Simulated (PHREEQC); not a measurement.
Solution (20 °C): 8.6 mmol/kgw Al2(SO4)3 and 190 mmol/kgw H2SO4. Closed to the air; pH follows from the charge balance.

All values are PHREEQC results (ion-association model, wateq4f.dat), not measurements.

```json
{
  "pH": "0.78",
  "ionic_strength": "0.272 mol/kgw",
  "activity_of_water": "0.993",
  "total_alkalinity": "-380 meq/kg"
}
```

```csv
species,molality,activity,log γ
H+,0.212,0.167,-0.104
HSO4-,0.168,0.119,-0.149
SO4-2,0.0310,0.00815,-0.580
AlSO4+,0.0112,0.00793,-0.149
Al+3,0.00283,0.000328,-0.936
Al(SO4)2-,0.00281,0.00200,-0.149
AlHSO4+2,0.000380,0.000113,-0.528
AlOH+2,4.94e-8,1.40e-8,-0.549
```

This is a speciation only: nothing precipitates in the calculation. Species that the database lacks are ignored.
